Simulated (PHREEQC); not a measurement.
0.68 g of hydrous ferric oxide (600 m²/g; 0.2 weak and 0.005 strong sites per Fe, Dzombak-Morel constants, diffuse double layer) in 1 kg of water with 0.3 mol/kgw of an inert sodium salt and 0.00023 mol/kgw NiCl2, at 25 °C; the pH is set by adding NaOH or the inert anion's acid. O2 is buffered at 0.21 atm. CO2 from the air is kept out. Precipitation was switched off in this run.

The series has 13 steps of pH, from 4 to 10.

All values are PHREEQC results (ion-association model, wateq4f.dat), not measurements.

**Question.** Near which pH is half of the Ni sorbed, and on which side is more sorbed?

**Answer.** Near pH 6.8, with more sorbed at higher pH.

**Question.** At which pH does the surface charge pass through zero?

**Answer.** Near pH 8.4.

Along this series the solution becomes supersaturated in solids that the run did not let form, among them Ni(OH)2. Complexes and solids missing from the database can't appear.
